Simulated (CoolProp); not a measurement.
Saturation properties of vinyl chloride (Tc = 425.0 K, pc = 5.600 MPa, ω = 0.160).

The numbers come from the reference Helmholtz-energy equation of state, Thol 2022 in CoolProp.

```json
[
 {"T (K)": "285.9", "p (MPa)": "0.2692", "liquid density (kg/m³)": "922.1", "enthalpy of vaporisation (kJ/kg)": "333.1", "vapour Z": "0.9418"},
 {"T (K)": "289.3", "p (MPa)": "0.3006", "liquid density (kg/m³)": "915.8", "enthalpy of vaporisation (kJ/kg)": "330.1", "vapour Z": "0.9371"},
 {"T (K)": "292.6", "p (MPa)": "0.3335", "liquid density (kg/m³)": "909.7", "enthalpy of vaporisation (kJ/kg)": "327.2", "vapour Z": "0.9324"},
 {"T (K)": "295.9", "p (MPa)": "0.3691", "liquid density (kg/m³)": "903.5", "enthalpy of vaporisation (kJ/kg)": "324.3", "vapour Z": "0.9274"},
 {"T (K)": "299.2", "p (MPa)": "0.4075", "liquid density (kg/m³)": "897.3", "enthalpy of vaporisation (kJ/kg)": "321.3", "vapour Z": "0.9222"},
 {"T (K)": "302.5", "p (MPa)": "0.4488", "liquid density (kg/m³)": "891.0", "enthalpy of vaporisation (kJ/kg)": "318.3", "vapour Z": "0.9168"},
 {"T (K)": "305.8", "p (MPa)": "0.4932", "liquid density (kg/m³)": "884.6", "enthalpy of vaporisation (kJ/kg)": "315.2", "vapour Z": "0.9111"},
 {"T (K)": "309.1", "p (MPa)": "0.5408", "liquid density (kg/m³)": "878.2", "enthalpy of vaporisation (kJ/kg)": "312.0", "vapour Z": "0.9052"},
 {"T (K)": "312.4", "p (MPa)": "0.5917", "liquid density (kg/m³)": "871.7", "enthalpy of vaporisation (kJ/kg)": "308.8", "vapour Z": "0.8991"},
 {"T (K)": "315.7", "p (MPa)": "0.6461", "liquid density (kg/m³)": "865.2", "enthalpy of vaporisation (kJ/kg)": "305.6", "vapour Z": "0.8927"},
 {"T (K)": "319", "p (MPa)": "0.7041", "liquid density (kg/m³)": "858.6", "enthalpy of vaporisation (kJ/kg)": "302.3", "vapour Z": "0.8861"},
 {"T (K)": "322.3", "p (MPa)": "0.7658", "liquid density (kg/m³)": "851.9", "enthalpy of vaporisation (kJ/kg)": "298.9", "vapour Z": "0.8792"},
 {"T (K)": "325.6", "p (MPa)": "0.8315", "liquid density (kg/m³)": "845.1", "enthalpy of vaporisation (kJ/kg)": "295.4", "vapour Z": "0.8720"},
 {"T (K)": "328.9", "p (MPa)": "0.9012", "liquid density (kg/m³)": "838.2", "enthalpy of vaporisation (kJ/kg)": "291.9", "vapour Z": "0.8645"}
]
```

It boils at 259.3 K under 1 atm.
